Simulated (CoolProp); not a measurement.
Octamethylcyclotetrasiloxane (D4) along the isobar 3360 kPa: fugacity coefficient from the reference equation and from simpler models built on Tc = 586.5 K, pc = 1347 kPa, ω = 0.598; each cubic takes its own stable root.

Values from CoolProp's reference Helmholtz-energy equation of state, Thol 2015.

```csv
T (K),phase,reference
301.4,liquid,7.715e-5
328.8,liquid,0.0004432
356.2,liquid,0.001795
383.6,liquid,0.005575
411.1,liquid,0.01413
438.5,liquid,0.03035
465.9,liquid,0.05723
493.4,liquid,0.09730
520.8,liquid,0.1513
```

Question: How far does each simpler model (Soave-Redlich-Kwong, Peng-Robinson) lie from the reference over these 9 states: mean and median of the absolute difference, and the worst?

Answer: 
- Soave-Redlich-Kwong: mean 7.4 %, median 5.3 %, worst +19.9 % at 301.4 K and 3360 kPa
- Peng-Robinson: mean 7.5 %, median 1.3 %, worst +33.9 % at 301.4 K and 3360 kPa
